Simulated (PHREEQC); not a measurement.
Consider water at 91 °C with 0.0067 mol/kgw NaOH, 0.00047 mol/kgw BaCl2 and 0.032 mol/kgw LiCl. Closed to the air; pH follows from the charge balance.

Model: ion-association model, phreeqc.dat, run in PHREEQC.

Each row changes one thing in this solution. No solid was allowed to form.

```
case                                    pH  BaOH+ (mol/kgw)  SI of Halite (NaCl)
-----------------------------------  -----  ---------------  -------------------
as made                              10.12          1.11e-7                -5.45
temperature from 91 to 85 °C         10.23          1.44e-7                -5.45
diluted 2-fold with water                …          3.42e-8                -6.01
NaOH from 0.0067 to 0.0335 mol/kgw   10.80          4.62e-7                    …
NaOH from 0.0067 to 0.00134 mol/kgw   9.43          2.33e-8                -6.14
LiCl left out                            …          1.69e-7                    …
```

Question: What belongs in the gaps?

Answer: 
- diluted 2-fold with water, pH: 9.84
- NaOH from 0.0067 to 0.0335 mol/kgw, SI of Halite (NaCl): -4.79
- LiCl left out, pH: 10.17
- LiCl left out, SI of Halite (NaCl): -6.91

At this temperature some constants are extrapolated from 25 °C, and those without enthalpy data are left unchanged.
